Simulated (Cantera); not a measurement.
A jet of 2.81 % CH₄, 11.9 % O₂, 85.3 % N₂ at 300 K and 7400 Pa hits a platinum plate 9.1 cm away at a mass flux of 0.16 kg/m²/s; the plate temperature is set and raised in steps from an oxygen-covered start.

Computed with Cantera and Deutschmann's 1995 Pt surface mechanism with GRI-Mech 3.0 gas chemistry. Catalytic surfaces can have several steady states; this one follows from the mechanism file's or the stated starting coverage.

x: mole fraction at the wall; θ: surface coverage.

```csv
plate T (K),wall x CH₄,wall x O₂,wall x H₂O,wall x OH,wall x CO,wall x CO₂,θ free Pt,θ O*,θ OH*
900,0.0198,0.101,0.0155,2.71e-8,7.82e-6,0.0102,0.215,0.784,0.000928
950,0.0157,0.0924,0.0230,8.85e-8,8.65e-6,0.0151,0.287,0.712,0.00102
1000,…,0.0851,…,…,9.19e-6,…,…,…,0.00101
1050,0.00961,0.0795,0.0342,6.02e-7,9.68e-6,0.0226,0.433,0.566,0.000954
1100,…,0.0755,0.0376,…,1.03e-5,0.0249,…,…,…
1150,0.00634,0.0727,0.0401,2.67e-6,1.12e-5,0.0265,0.569,0.430,0.000769
1200,0.00535,0.0707,0.0417,5.01e-6,1.24e-5,0.0276,0.631,0.369,0.000673
```

### Question
Complete the blanks.

### Answer

- 1000, wall x CH₄: 0.0122
- 1000, wall x H₂O: 0.0294
- 1000, wall x OH: 2.46e-7
- 1000, wall x CO₂: 0.0194
- 1000, θ free Pt: 0.360
- 1000, θ O*: 0.639
- 1100, wall x CH₄: 0.00770
- 1100, wall x OH: 1.32e-6
- 1100, θ free Pt: 0.503
- 1100, θ O*: 0.496
- 1100, θ OH*: 0.000866
